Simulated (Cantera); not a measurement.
A closed system holds: 1 mol SiC, 0.58 mol H2O, a varied amount of N2, held at 800 °C and 1.10 mbar.

Equilibrium computed with Cantera from the NASA thermochemical tables; the gas is ideal and each condensed phase is pure. Candidate condensed phases: C, C6H6, C7H8, C8H18, H2O, Si, SiC, SiO2, Si2N2O, Si3N4; 151 gas species. N2 is the only nitrogen source here; it is nearly inert below about 1500 K, so the nitride shown seldom forms there in practice. Rates play no part.

x: gas mole fraction; n: condensed amount in mol.

| n(N2) (mol) | x N2 | x H2 | x CO | x HCN | x CH4 | x H2O | n C(graphite) | n Si2N2O(s) |
|---|---|---|---|---|---|---|---|---|
| 2.6 | 0.761 | 0.210 | 0.0290 | 6.17e-6 | 2.23e-6 | 8.71e-7 | 0.920 | 0.500 |
| 3.5 | 0.820 | 0.158 | 0.0219 | 5.56e-6 | 1.27e-6 | 4.95e-7 | 0.920 | 0.500 |
| 4.7 | 0.864 | 0.119 | 0.0165 | 4.95e-6 | 7.20e-7 | 2.81e-7 | 0.920 | 0.500 |
| 6.3 | 0.898 | 0.0898 | 0.0124 | 4.38e-6 | 4.07e-7 | 1.59e-7 | 0.920 | 0.500 |
| 8.5 | 0.924 | ? | ? | ? | ? | ? | 0.920 | 0.500 |
| 11 | 0.941 | 0.0520 | 0.00717 | 3.41e-6 | 1.37e-7 | 5.33e-8 | 0.920 | 0.500 |
| 15 | 0.956 | 0.0383 | 0.00528 | 2.95e-6 | 7.40e-8 | 2.89e-8 | 0.920 | 0.500 |
| 20 | 0.967 | ? | ? | ? | ? | ? | 0.920 | 0.500 |
| 27 | 0.976 | 0.0214 | 0.00295 | 2.23e-6 | 2.30e-8 | 8.99e-9 | 0.920 | 0.500 |

Q: Fill in the missing entries.

A: 
- 8.5, x H2: 0.0670
- 8.5, x CO: 0.00924
- 8.5, x HCN: 3.83e-6
- 8.5, x CH4: 2.27e-7
- 8.5, x H2O: 8.85e-8
- 20, x H2: 0.0288
- 20, x CO: 0.00397
- 20, x HCN: 2.57e-6
- 20, x CH4: 4.18e-8
- 20, x H2O: 1.63e-8
